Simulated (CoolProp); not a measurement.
Saturation properties of R1234ze(E) (Tc = 109.4 °C, pc = 3.635 MPa, ω = 0.313).

Computed with CoolProp (reference Helmholtz-energy equation of state, Thol 2016).

```csv
T (°C),p (MPa),liquid density (kg/m³),surface tension (mN/m),liquid viscosity (µPa s)
-19.85,0.09751,1296,16.0,333
-5.25,0.1777,1255,13.5,274
9.45,0.3026,1212,11.2,227
24.05,0.4844,1166,9.06,190
38.75,0.7407,1116,7.08,159
53.35,1.085,1060,5.26,132
67.95,1.538,996.2,3.57,110
82.65,2.124,916.8,2.04,89.3
```

It boils at -19.0 °C under 1 atm.

Viscosity comes from a separate model (Bell 2016), an estimate that may be off by 10 % or more. Surface tension comes from a separate correlation (Mulero 2014).
